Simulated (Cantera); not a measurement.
# Equilibrium for silicon carbide growth: CH3SiCl3 + C3H8 + H2

Feed: 1 mol CH3SiCl3, 0.099 mol C3H8, 13 mol H2, equilibrated at 1.00 Torr.

Cantera equilibrium calculation (NASA polynomials, part measured and part estimated; ideal gas, pure solids and liquids). Candidate condensed phases: C, C6H6, C7H8, C8H18, Si, SiC; 109 gas species. The feed counts by its element totals alone. The tables' values for SiCl, SiCl3 are old estimates; treat these amounts as uncertain. Gases not in the tables: Si2H6 and higher silanes. Kinetics and transport are ignored.

From 900 °C to 1900 °C the condensed part is C(graphite) + SiC(s). From 2100 °C to 2300 °C the condensed part is C(graphite). The main Si-bearing gas is SiCl2 at 900 °C and Si at 2300 °C.

| T (°C) | x H2 | x H | x HCl | x Cl | x Si | n C(graphite) | n SiC(s) |
|---|---|---|---|---|---|---|---|
| 900 | 0.818 | 2.92e-6 | 0.182 | 5.69e-7 | <1e-12 | 0.301 | 0.995 |
| 1100 | 0.817 | 8.25e-5 | 0.182 | 1.52e-5 | 1.23e-9 | 0.305 | 0.991 |
| 1300 | 0.817 | 0.00101 | 0.180 | 0.000176 | 3.94e-7 | 0.318 | 0.979 |
| 1500 | 0.813 | 0.00703 | 0.176 | 0.00117 | 3.39e-5 | 0.337 | 0.956 |
| 1700 | 0.790 | 0.0329 | 0.165 | 0.00514 | 0.00117 | 0.376 | 0.903 |
| 1900 | 0.702 | 0.111 | 0.138 | 0.0159 | 0.0209 | 0.739 | 0.416 |
| 2100 | 0.528 | 0.278 | 0.103 | 0.0389 | 0.0379 | 0.866 | 0 |
| 2300 | 0.309 | 0.523 | 0.0552 | 0.0657 | 0.0301 | 0.466 | 0 |
x: gas mole fraction; n: condensed amount in mol.
